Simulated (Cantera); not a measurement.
Equilibrium for chlorosilane synthesis and conversion: SiCl4 + Cl2 + H2

A closed system holds: 1 mol SiCl4, 0.54 mol Cl2, 1.7 mol H2, at 350 °C and 100 Torr.

Cantera equilibrium calculation (NASA polynomials, part measured and part estimated; ideal gas, pure solids and liquids). Candidate condensed phases: Si; 19 gas species. Equilibrium is a limit: real reactors are often held back by kinetics, nucleation or transport.

```json
{
 "x(H2)": "0.358",
 "x(HCl)": "0.333",
 "x(SiCl4)": "0.309",
 "x(SiHCl3)": "1.54e-5",
 "gas_amount": "3.240 mol",
 "log10 activity of Si(s) (absent)": "-14.30"
}
```
